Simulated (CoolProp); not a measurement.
Vapour-liquid equilibrium of R134a (1) + R142b (2) at 272.8 K; x and y are mole fractions of (1).

Computed with CoolProp (multi-fluid Helmholtz-energy mixture model, Tillner-Roth 1994 and Lemmon 2006; pair parameters Bell 2016).

Task: Give the bubble pressure and the first vapour's composition at x = 0.05, 0.2, 0.8. Is there an azeotrope?

Result: x = 0.05: 0.1525 MPa, y = 0.107; x = 0.2: 0.1803 MPa, y = 0.354; x = 0.8: 0.2668 MPa, y = 0.871. No azeotrope shows between x = 0.05 and 0.95.

Pair parameters are fitted to limited data, so mixtures are less certain than the pure fluids.
